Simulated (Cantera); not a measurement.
Input: 1 mol SiHCl3, 3.2 mol N2, 1.8 mol H2, 8 mol NH3, equilibrated at 1502 °C and 16.0 Pa.

Equilibrium computed with Cantera from the NASA thermochemical tables; the gas is ideal and each condensed phase is pure. Candidate condensed phases: NH4Cl, Si, Si3N4; 28 gas species. The tables' values for SiCl, SiN, SiCl3 are old estimates; treat these amounts as uncertain. Gases not in the tables: Si2H6 and higher silanes. Equilibrium is a limit: real reactors are often held back by kinetics, nucleation or transport.

Base state: H2 0.563, N2 0.306, HCl 0.0700, SiCl2 0.0270, H 0.0172, Si 0.0133, Cl 0.00164, SiCl 0.00158 (mole fractions); condensed: gas only.

### Question
What changes in the equilibrium state with this change: temperature from 1502 °C to 975 °C?

### Answer
| species | before | after |
|---|---|---|
| H2 | 0.563 | 0.574 |
| N2 | 0.306 | 0.293 |
| HCl | 0.0700 | 0.131 |
| SiCl2 | 0.0270 | 0.00140 |
| H | 0.0172 | 2.80e-5 |
| Si | 0.0133 | <1e-9 |
| SiH | 0.000155 | <1e-9 |
| SiCl | 0.00158 | 1.90e-8 |
| Si2 | 7.20e-5 | <1e-9 |
| Si2N | 7.10e-5 | <1e-9 |
| SiN | 4.43e-5 | <1e-9 |
| Si3N4(s), mol | 0 | 0.322 |
The tables' values for SiCl3 are old estimates; treat these amounts as uncertain.

### Question
What changes in the equilibrium state with this change: temperature from 1502 °C to 550 °C?

### Answer
```
species         before    after
-------------  -------  -------
H2               0.563    0.573
N2               0.306    0.293
HCl             0.0700    0.134
SiCl2           0.0270  2.72e-9
H               0.0172    <1e-9
Si              0.0133    <1e-9
SiCl4          2.03e-8  8.81e-5
Cl             0.00164    <1e-9
SiCl           0.00158    <1e-9
Si3N4(s), mol        0    0.333
```

### Question
What changes in the equilibrium state with this change: pressure from 16.0 Pa to 26.0 Pa?

### Answer
| species | before | after |
|---|---|---|
| H2 | 0.563 | 0.569 |
| N2 | 0.306 | 0.308 |
| HCl | 0.0700 | 0.0702 |
| Si | 0.0133 | 0.00844 |
| H | 0.0172 | 0.0135 |
| SiCl2 | 0.0270 | 0.0277 |
| Si2 | 7.20e-5 | 4.73e-5 |
| Si3 | 1.68e-5 | 1.14e-5 |
| Si(l), mol | 0 | 0.114 |
